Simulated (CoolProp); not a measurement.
Vapour-liquid equilibrium of R22 (1) + acetone (2) at 44.45 °C; x and y are mole fractions of (1).

The numbers come from the multi-fluid Helmholtz-energy mixture model, Kamei 1995 and Lemmon 2006; pair parameters Bell 2016 in CoolProp.

**Question.** Give the bubble pressure and the first vapour's composition at x = 0.2, 0.65, 0.8. Is there an azeotrope?

**Answer.** x = 0.2: 2.724 bar, y = 0.778; x = 0.65: 8.534 bar, y = 0.967; x = 0.8: 12.05 bar, y = 0.988. No azeotrope shows between x = 0.05 and 0.95.

Pair parameters are fitted to limited data, so mixtures are less certain than the pure fluids.
